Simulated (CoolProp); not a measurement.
A single-stage vapour-compression cycle with R134a: evaporating at 257.15 K (dew point), condensing at 311.15 K (bubble point), superheat 2 K, subcooling 8 K, compressor efficiency 0.85, no pressure losses. Each further row changes one setting.

Values from CoolProp's reference Helmholtz-energy equation of state, Tillner-Roth 1994.

```
case                              cooling COP  pressure ratio  discharge temperature (K)  refrigerating effect (kJ/kg)  volumetric capacity (kJ/m³)
--------------------------------  -----------  --------------  -------------------------  ----------------------------  ---------------------------
as stated                                   ?            6.12                      326.9                           149                         1180
evaporating temperature 262.15 K            ?            5.00                          ?                           152                            ?
condensing temperature 306.15 K          3.77               ?                      321.1                           156                         1230
subcooling 13 K                          3.48            6.12                      326.9                           156                         1230
superheat 12 K                           3.33            6.12                      336.9                           157                         1180
compressor efficiency 0.75                  ?            6.12                          ?                           149                         1180
```

Question: What belongs in the gaps?

Answer: 
- as stated, cooling COP: 3.32
- evaporating temperature 262.15 K, cooling COP: 3.82
- evaporating temperature 262.15 K, discharge temperature (K): 325.0
- evaporating temperature 262.15 K, volumetric capacity (kJ/m³): 1460
- condensing temperature 306.15 K, pressure ratio: 5.33
- compressor efficiency 0.75, cooling COP: 2.93
- compressor efficiency 0.75, discharge temperature (K): 332.6
